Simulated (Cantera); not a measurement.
Input: 1 mol C, 3.6 mol H2O, 14 mol H2, 0.13 mol CO2, equilibrated at 82.0 bar.

Equilibrium computed with Cantera from the NASA thermochemical tables; the gas is ideal and each condensed phase is pure. Candidate condensed phases: C, C6H6, C7H8, C8H18, H2O; 110 gas species. The ideal-gas law is rough above about 30 bar. Rates play no part. All values below are at 952 °C.

Base state: H2 0.728, H2O 0.206, CH4 0.0485, CO 0.0149, CO2 0.00285 (mole fractions); condensed: gas only.

Question: What changes in the equilibrium state with this change: CO2 from 0.13 to 0.65 mol?

Answer: 
```tsv
species	before	after
H2	0.728	0.662
H2O	0.206	0.242
CH4	0.0485	0.0600
CO	0.0149	0.0288
CO2	0.00285	0.00717
```

Question: What changes in the equilibrium state with this change: H2 from 14 to 4.5 mol?

Answer: 
```json
[
 {"species": "H2", "before": "0.728", "after": "0.526"},
 {"species": "H2O", "before": "0.206", "after": "0.341"},
 {"species": "CO", "before": "0.0149", "after": "0.0612"},
 {"species": "CO2", "before": "0.00285", "after": "0.0270"},
 {"species": "CH4", "before": "0.0485", "after": "0.0453"}
]
```
